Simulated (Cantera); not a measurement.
Input: 1 mol TiCl4, 0.39 mol H2O, equilibrated at 1650 °C and 10.0 Torr.

Method: chemical equilibrium by Gibbs-energy minimisation in Cantera with the NASA 1993 tables (ideal gas, pure condensed phases). Candidate condensed phases: H2O, Ti, TiCl2, TiCl3, TiCl4, TiO, TiO2, Ti2O3, Ti3O5, Ti4O7; 23 gas species. The tables' values for TiCl2 are old estimates; treat these amounts as uncertain. Equilibrium is a limit: real reactors are often held back by kinetics, nucleation or transport.

Base state: HCl 0.398, TiCl4 0.221, TiCl3 0.184, Cl 0.184, TiOCl2 0.0106, Cl2 0.00152, TiCl2 0.00116, H2 0.000177 (mole fractions); condensed: TiO2(rutile).

What changes in the equilibrium state with this change: H2O from 0.39 to 4.6 mol?


```tsv
species	before	after
HCl	0.398	0.569
H2O	4.77e-5	0.383
Cl	0.184	0.0273
TiCl4	0.221	1.43e-8
TiCl3	0.184	7.99e-8
TiOCl2	0.0106	2.70e-6
H2	0.000177	0.0164
TiCl2	0.00116	3.41e-9
O2	1.35e-7	0.00102
OH	2.52e-6	0.00210
O	1.15e-6	0.000100
Cl2	0.00152	3.36e-5
TiO2(rutile), mol	0.185	1.000
```

What changes in the equilibrium state with this change: temperature from 1650 °C to 1602 °C?


| species | before | after |
|---|---|---|
| HCl | 0.398 | 0.414 |
| TiCl4 | 0.221 | 0.269 |
| TiCl3 | 0.184 | 0.154 |
| Cl | 0.184 | 0.153 |
| TiOCl2 | 0.0106 | 0.00732 |
| TiCl2 | 0.00116 | 0.000597 |
| H | 0.000109 | 6.61e-5 |
| H2 | 0.000177 | 0.000136 |
| H2O | 4.77e-5 | 4.50e-5 |
| Cl2 | 0.00152 | 0.00158 |
| TiO2(rutile), mol | 0.185 | 0.188 |
